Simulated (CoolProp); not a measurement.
A single-stage vapour-compression cycle with propylene: evaporating at 301.15 K (dew point), condensing at 342.15 K (bubble point), superheat 2 K, subcooling 2 K, compressor efficiency 0.7, no pressure losses. Each further row changes one setting.

Computed with CoolProp (reference Helmholtz-energy equation of state, Lemmon 2013).

```tsv
case	cooling COP	pressure ratio	discharge temperature (K)	refrigerating effect (kJ/kg)	volumetric capacity (kJ/m³)
as stated	3.59	2.43	359.3	216	5620
evaporating temperature 306.15 K	___	2.16	357.4	220	6480
condensing temperature 337.15 K	4.33	2.20	352.8	___	6060
subcooling 7 K	3.88	2.43	359.3	234	___
superheat 12 K	___	2.43	369.0	236	5760
compressor efficiency 0.6	___	2.43	___	216	5620
```

### Question
Complete the blanks.

### Answer

- evaporating temperature 306.15 K, cooling COP: 4.26
- condensing temperature 337.15 K, refrigerating effect (kJ/kg): 233
- subcooling 7 K, volumetric capacity (kJ/m³): 6080
- superheat 12 K, cooling COP: 3.65
- compressor efficiency 0.6, cooling COP: 3.08
- compressor efficiency 0.6, discharge temperature (K): 363.3
